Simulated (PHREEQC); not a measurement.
Dissolve 0.4 mol/kgw KOH, 0.00059 mol/kgw H4SiO4 and 0.00025 mol/kgw (CH3)4NCl at 20 °C. Closed to the air; pH follows from the charge balance.

The numbers come from PHREEQC with the ion-association model, phreeqc.dat.

Precipitation was switched off in this run.

Task: What pH, density does the model give?

Result: pH 13.59; density 1.018 g/cm³.

Task: In which forms is Si present?

Result: H2SiO4-2 83 %, H3SiO4- 17 % of the Si.

Species that the database lacks are ignored. (CH3)4N+ isn't in the database: it is added as a free cation with an ion size of 4 Å.
